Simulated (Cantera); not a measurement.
A perfectly stirred reactor is fed with 15.8 % CO, 7.90 % H2, 3.95 % CH4, 15.2 % O2, 57.2 % N2, at 1650 Torr; it is adiabatic with a 775 K inlet, and is followed from long to short residence time, starting on the burning branch (τ in s: 0.086, 0.041, 0.02, 0.0096, 0.0046, 0.0022, 0.0011, 0.00052, 0.00025, 0.00012, 5.8e-05).

Computed with Cantera and GRI-Mech 3.0 (53 species, 325 reactions).

**Question.** Predict: blow-out, bracketed by the residence times tried; x(CO) at τ = 86.0 ms; x(H2) at τ = 86.0 ms; x(CH4) at τ = 86.0 ms; x(CO) at τ = 2.20 ms; x(H2) at τ = 2.20 ms; x(CH4) at τ = 2.20 ms; x(CH2CO) at τ = 2.20 ms.

**Answer.** 
```
Property                                                                          Result
------------------------------------------------  --------------------------------------
blow-out, bracketed by the residence times tried  burning at 58.0 µs, the shortest tried
x(CO) at τ = 86.0 ms                                                              0.0892
x(H2) at τ = 86.0 ms                                                              0.0170
x(CH4) at τ = 86.0 ms                                                            3.42e-7
x(CO) at τ = 2.20 ms                                                              0.0928
x(H2) at τ = 2.20 ms                                                              0.0182
x(CH4) at τ = 2.20 ms                                                            7.96e-6
x(CH2CO) at τ = 2.20 ms                                                          1.06e-8
```
